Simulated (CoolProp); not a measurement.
Cyclohexane along the isotherm 620 K: fugacity coefficient from the reference equation and from simpler models built on Tc = 553.6 K, pc = 4.081 MPa, ω = 0.209; each cubic takes its own stable root.

Model: reference Helmholtz-energy equation of state, Zhou 2014, in CoolProp.

| p (MPa) | phase | reference | van der Waals | Redlich-Kwong | Peng-Robinson |
|---|---|---|---|---|---|
| 0.68 | gas | 0.9609 | 0.9627 | 0.9596 | 0.9563 |
| 1.36 | gas | 0.9225 | 0.9257 | 0.9201 | 0.9140 |
| 2.04 | gas | 0.8848 | 0.8889 | 0.8813 | 0.8729 |
| 2.72 | gas | 0.8476 | 0.8522 | 0.8432 | 0.8332 |
| 3.4 | gas | 0.8111 | 0.8155 | 0.8058 | 0.7947 |
| 4.08 | gas | 0.7751 | 0.7787 | 0.7690 | 0.7574 |
| 4.76 | supercritical | 0.7398 | 0.7413 | 0.7327 | 0.7213 |
| 5.44 | supercritical | 0.7050 | 0.7032 | 0.6970 | 0.6865 |
| 6.12 | supercritical | 0.6709 | 0.6649 | 0.6622 | 0.6532 |
